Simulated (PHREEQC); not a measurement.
# Acid mine or pickling water: an equilibrium model

A made-up water analysis in mmol/kgw, 20 °C, pH 3.58, pe 11.9:

```csv
constituent,mmol/kgw
Na,23
K,0.355
Ca,2.38
Mg,5.05
Cl,11.8
S(6),13.3
Pb,0.0156
Ni,0.0255
```

Valence states are taken as typed.

Model: ion-association model, wateq4f.dat, run in PHREEQC.

| Quantity | Value |
|---|---|
| ionic strength | 0.0485 mol/kgw |
| total alkalinity | -0.443 meq/kg |
| charge-balance error | 0.5 % |

```tsv
species	molality	activity	log γ
Na+	0.0225	0.0186	-0.083
Cl-	0.0118	0.00963	-0.088
SO4-2	0.0103	0.00481	-0.329
Mg+2	0.00341	0.00168	-0.309
Ca+2	0.00166	0.000795	-0.319
MgSO4	0.00164	0.00166	0.005
CaSO4	0.000719	0.000727	0.005
```

No solid was allowed to form.
